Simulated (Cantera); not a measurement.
What does this Cantera script print?

```python
import numpy as np
import cantera as ct

gas_names = """
    H HNO HNO2 HNO3 HO2 H2 H2O H2O2 Hg N NH NH2 NH3 NH2OH NO NO2 NO3 N2 N2H2 N2H4 N2O O OH O2 O3
""".split()
cond_names = """
    H2O(s) H2O(L) Hg(cr) Hg(L) HgO(s)
""".split()


# ... load() reads the species with a 1 bar reference pressure and builds the phases ...
atoms = {
    'HgO': {'Hg': 1, 'O': 1},
    'H2': {'H': 2},
    'N2': {'N': 2},
}
top_T = {}  # K; cautious upper limits of use, not melting points


# ... equilibrate(T, P, feed) seeds the gas with the atoms and calls Mixture.equilibrate('TP', solver="vcs", rtol=1e-11, max_steps=5000) ...
results = []
T = 1098.15  # K
P = 560000  # Pa
for m in [1.1, 2.1, 4, 7.6, 14, 27, 52]:
    feed = {'HgO': 1, 'H2': 0.034, 'N2': m}  # mol
    mix = equilibrate(T, P, feed)
    results.append((T, P, feed, dict(zip(mix.species_names, mix.species_moles))))
    x = sorted(zip(gas.X, gas.species_names), reverse=True)
    print(f"T = {T:g} K  P = {P:g} Pa  n(N2) = {m:g} mol  gas = {mix.phase_moles(0):.4g} mol")
    print("   x: " + "  ".join(f"{s} {v:.3e}" for v, s in x if v > 1e-06))
    print("   condensed (mol): " + ("  ".join(f"{mix.phase(i).name} {mix.phase_moles(i):.4g}"
          for i in range(1, mix.n_phases) if mix.phase_moles(i) > 1e-12) or "none"))
```

Output:

```
T = 1098.15 K  P = 560000 Pa  n(N2) = 1.1 mol  gas = 2.617 mol
   x: N2 4.203e-01  Hg 3.821e-01  O2 1.845e-01  H2O 1.299e-02  NO 5.722e-05  NO2 3.679e-06
   condensed (mol): none
T = 1098.15 K  P = 560000 Pa  n(N2) = 2.1 mol  gas = 3.617 mol
   x: N2 5.806e-01  Hg 2.765e-01  O2 1.335e-01  H2O 9.400e-03  NO 5.720e-05  NO2 3.129e-06
   condensed (mol): none
T = 1098.15 K  P = 560000 Pa  n(N2) = 4 mol  gas = 5.517 mol
   x: N2 7.250e-01  Hg 1.813e-01  O2 8.752e-02  H2O 6.163e-03  NO 5.176e-05  NO2 2.292e-06
   condensed (mol): none
T = 1098.15 K  P = 560000 Pa  n(N2) = 7.6 mol  gas = 9.117 mol
   x: N2 8.336e-01  Hg 1.097e-01  O2 5.295e-02  H2O 3.729e-03  NO 4.317e-05  NO2 1.487e-06
   condensed (mol): none
T = 1098.15 K  P = 560000 Pa  n(N2) = 14 mol  gas = 15.52 mol
   x: N2 9.022e-01  Hg 6.445e-02  O2 3.111e-02  H2O 2.191e-03  NO 3.442e-05
   condensed (mol): none
T = 1098.15 K  P = 560000 Pa  n(N2) = 27 mol  gas = 28.52 mol
   x: N2 9.468e-01  Hg 3.507e-02  O2 1.692e-02  H2O 1.192e-03  NO 2.601e-05
   condensed (mol): none
T = 1098.15 K  P = 560000 Pa  n(N2) = 52 mol  gas = 53.52 mol
   x: N2 9.716e-01  Hg 1.869e-02  O2 9.015e-03  H2O 6.353e-04  NO 1.923e-05
   condensed (mol): none
```

These are equilibrium values from Cantera (NASA tables, ideal gas, pure condensed phases), not measurements of a reactor.
